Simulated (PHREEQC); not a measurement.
Consider water at 65 °C with 0.0059 mol/kgw NaOH, 0.081 mol/kgw NaAlO2 and 0.26 mol/kgw K2CO3. Closed to the air; pH follows from the charge balance.

Model: ion-association model, phreeqc.dat, run in PHREEQC.

```tsv
quantity	before	after
pH	10.86	10.58
NaCO3- (mol/kgw)	0.0675	0.00976
Na+ (mol/kgw)	0.0194	0.00761
HCO3- (mol/kgw)	0.00955	0.00551
SI of Gibbsite (Al(OH)3)	+0.76	+0.41
```

Question: Which change was made?
(A) diluted 100-fold with water
(B) diluted 5-fold with water
(C) NaOH left out
(D) temperature from 65 to 40 °C
(E) temperature from 65 to 20 °C

Answer: B, diluted 5-fold with water

No solid was allowed to form. The ionic strength passes 0.7 mol/kgw, the rough limit of the ion-association models, in before. Some of these states are supersaturated (in Gibbsite (slow to form), for instance). Away from 25 °C the constants follow the database's enthalpies or fits; those with neither stay at their 25 °C values.
